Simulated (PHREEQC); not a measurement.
## Silver or lead bath (model solution)

Make-up at 25 °C: 4.1 mmol/kgw Pb(NO3)2 and 0.13 mmol/kgw KNO3. Closed to the air; pH follows from the charge balance.

Equilibrium calculation in PHREEQC: ion-association model, phreeqc.dat.

Precipitation was switched off in this run.

Q: Predict the pH.

A: pH 5.13.

Q: In which forms is Pb present?

A: Pb+2 93 %, PbNO3+ 7.0 % of the Pb.
